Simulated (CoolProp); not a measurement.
A Linde-Hampson liquefier for methane: isothermal reversible compression at 300 K from 1 atm to 40 MPa, throttling to 1 atm, return gas leaving the recuperator 2 K below the feed. Each further row changes one setting.

The numbers come from the reference Helmholtz-energy equation of state, Setzmann 1991 in CoolProp.

```tsv
case	liquid yield per pass	compression work (kJ/kg of gas)
as stated	0.245	877
high pressure 80 MPa	0.220	1020
warm-end temperature 330 K	0.196	986
warm-end gap 7 K	0.236	877
```
